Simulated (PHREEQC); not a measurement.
**Buffer**

Consider water at 20 °C with 0.029 mol NaHCO3 and 0.00019 mol KOH per kg of water. Closed to the air; pH follows from the charge balance.

All values are PHREEQC results (ion-association model, phreeqc.dat), not measurements.

Each row changes one thing in this solution. This is a speciation only: nothing precipitates in the calculation.

| case | pH | ionic strength (mol/kgw) |
|---|---|---|
| as made | 8.31 | 0.0291 |
| NaHCO3 from 0.029 to 0.0261 mol/kgw | 8.34 | 0.0263 |
| KOH from 0.00019 to 0.00095 mol/kgw | 8.68 | 0.0303 |
| NaHCO3 left out | 10.44 | 0.000190 |
| KOH left out | 8.20 | 0.0289 |
| NaHCO3 from 0.029 to 0.0145 mol/kgw | 8.48 | 0.0148 |
| KOH replaced by KHSO4 at the same molality | 8.09 | 0.0292 |
